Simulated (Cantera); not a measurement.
Feed: 1 mol SiH2Cl2, 0.39 mol C3H8, 34 mol H2, held at 0.825 Torr.

These are equilibrium values from Cantera (NASA tables, ideal gas, pure condensed phases), not measurements of a reactor. Candidate condensed phases: C, C6H6, C7H8, C8H18, Si, SiC; 109 gas species. Gases not in the tables: Si2H6 and higher silanes. Equilibrium is a limit: real reactors are often held back by kinetics, nucleation or transport.

**Question.** Which condensed phases are stable at each of these points (T (K)): 1600, 1675, 1750, 1825, 1900, 1975, 2050, 2125, 2200, 2275?

**Answer.** 
| T (K) | condensed phases | Si condensed (%) |
|---|---|---|
| 1600 | C(graphite) + SiC(s) | 99.6 |
| 1675 | C(graphite) + SiC(s) | 99.4 |
| 1750 | C(graphite) + SiC(s) | 99.2 |
| 1825 | C(graphite) + SiC(s) | 98.6 |
| 1900 | C(graphite) + SiC(s) | 97.0 |
| 1975 | C(graphite) + SiC(s) | 92.1 |
| 2050 | C(graphite) + SiC(s) | 77.2 |
| 2125 | C(graphite) + SiC(s) | 33.3 |
| 2200 | C(graphite) | 0.0 |
| 2275 | C(graphite) | 0.0 |

From 1600 K to 2125 K the condensed part is C(graphite) + SiC(s). From 2200 K to 2275 K the condensed part is C(graphite).
